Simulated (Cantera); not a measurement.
## N2O furnace oxynitridation

A perfectly stirred reactor is fed with N2O : O2 = 1 : 0.091 (molar parts), at 0.0276 atm; it is held at 1398 K, and followed from long to short residence time.

Model: GRI-Mech 3.0 (53 species, 325 reactions), integrated in Cantera. GRI-Mech 3.0 was tuned for natural gas; its chemistry of N2O as a main component is partial and can be far from experiment. Radical loss at walls, strong at low pressure, is not modelled. The mechanism lacks the step 2 NO + O2 → 2 NO2, which can matter for NO2 below about 1400 K. The temperature is held fixed by assumption; the heat of reaction is taken as removed at once.

| τ (s) | x N2O | x O2 | x N2 | x NO | x NO2 |
|---|---|---|---|---|---|
| 16 | 0.0857 | 0.290 | 0.516 | 0.108 | 4.30e-5 |
| 3.6 | 0.284 | 0.240 | 0.392 | 0.0844 | 3.01e-5 |
| 0.82 | 0.606 | 0.160 | 0.192 | 0.0416 | 1.24e-5 |
| 0.19 | 0.819 | 0.107 | 0.0601 | 0.0131 | 3.04e-6 |
| 0.042 | 0.893 | 0.0892 | 0.0145 | 0.00314 | 4.42e-7 |
| 0.0096 | 0.911 | 0.0847 | 0.00336 | 0.000725 | 3.84e-8 |
| 0.0022 | 0.915 | 0.0837 | 0.000759 | 0.000160 | 2.21e-9 |
x: mole fraction; the columns are a selection and need not sum to one.
